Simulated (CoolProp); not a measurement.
Properties of dimethyl ether along the isobar 0.101 MPa (Tc = 127.2 °C, pc = 5.337 MPa, ω = 0.196).

The numbers come from the reference Helmholtz-energy equation of state, Wu 2011 in CoolProp.

```csv
T (°C),phase,Z,cp (kJ/(kg K)),isothermal compressibility (1/MPa),expansivity (1/kK),fugacity coefficient
-19.15,gas,0.9663,1.389,[?],4.488,0.9674
-0.35,gas,0.9745,[?],10.17,4.034,[?]
18.55,gas,0.9802,1.452,10.11,3.683,0.9806
37.45,gas,0.9842,[?],10.06,3.402,0.9844
56.35,gas,0.9871,[?],10.03,3.170,0.9873
75.25,gas,0.9893,1.593,10.01,2.973,0.9894
94.15,gas,0.9910,1.646,9.991,2.803,0.9911
113.05,gas,0.9924,1.701,9.977,2.653,0.9924
131.95,gas,0.9934,[?],9.966,2.520,0.9935
150.75,gas,0.9943,[?],9.958,2.402,0.9943
169.65,gas,0.9951,1.866,9.950,2.294,0.9951
188.55,gas,0.9957,1.921,9.944,2.196,0.9957
```

Q: Some entries are withheld; supply them.

A: 
- -19.15, isothermal compressibility (1/MPa): 10.26
- -0.35, cp (kJ/(kg K)): 1.416
- -0.35, fugacity coefficient: 0.9752
- 37.45, cp (kJ/(kg K)): 1.495
- 56.35, cp (kJ/(kg K)): 1.543
- 131.95, cp (kJ/(kg K)): 1.756
- 150.75, cp (kJ/(kg K)): 1.811
